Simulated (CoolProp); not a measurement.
The fluid at 298.15 K and 0.649 MPa flows at 0.94 m/s in a round tube of 6 mm bore and 45 µm roughness, fully developed (64/Re and Nu = 3.66 if laminar; Colebrook and Gnielinski if turbulent). The same conditions are run with several fluids, on thermodynamics alone (safety and materials aside).

Model: reference Helmholtz-energy equation of state of each fluid (R141b: Lemmon 2006; R245fa: Akasaka 2015; n-decane: Lemmon 2006; R11: Jacobsen 1992; R236EA: Rui 2013), in CoolProp.

```
fluid     Reynolds number  Darcy friction factor  pressure drop (Pa/m)  heat-transfer coefficient (W/(m² K))  mass flow (kg/h)
--------  ---------------  ---------------------  --------------------  ------------------------------------  ----------------
R141b               17000                 0.0383                  3480                                  2190               118
R245fa              19000                 0.0379                  3740                                  2560               128
n-decane             4800                 0.0453                  2430                                  1180              69.6
R11                 19100                 0.0379                  4120                                  2220               141
R236EA              20900                 0.0376                  3960                                  2500               137
```

Transport values come from each fluid's own correlations; those of R141b, R245fa, R11, R236EA are estimates that may be off by 10 % or more.
